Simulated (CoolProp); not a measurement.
Properties of dimethyl carbonate along the isotherm 146.15 °C.

The numbers come from the reference Helmholtz-energy equation of state, Zhou 2011 in CoolProp.

```
p (kPa)   phase  speed of sound (m/s)  isothermal compressibility (1/MPa)  expansivity (1/kK)
-------  ------  --------------------  ----------------------------------  ------------------
944      liquid                     …                            0.002792               1.831
1890     liquid                 748.7                            0.002719                   …
2830     liquid                 756.4                            0.002651               1.772
3780     liquid                     …                            0.002586                   …
4720     liquid                 771.3                            0.002525               1.718
5660     liquid                 778.5                            0.002467               1.693
6610     liquid                 785.6                                   …               1.669
7550     liquid                 792.6                            0.002360               1.646
8500     liquid                 799.4                            0.002310               1.624
9440     liquid                 806.1                            0.002262               1.603
10400    liquid                 812.9                            0.002216               1.582
11300    liquid                 819.0                            0.002175               1.564
12300    liquid                     …                            0.002130               1.544
```

**Question.** Complete the blanks.

**Answer.** 
- 944, speed of sound (m/s): 740.9
- 1890, expansivity (1/kK): 1.801
- 3780, speed of sound (m/s): 764.0
- 3780, expansivity (1/kK): 1.744
- 6610, isothermal compressibility (1/MPa): 0.002412
- 12300, speed of sound (m/s): 825.8
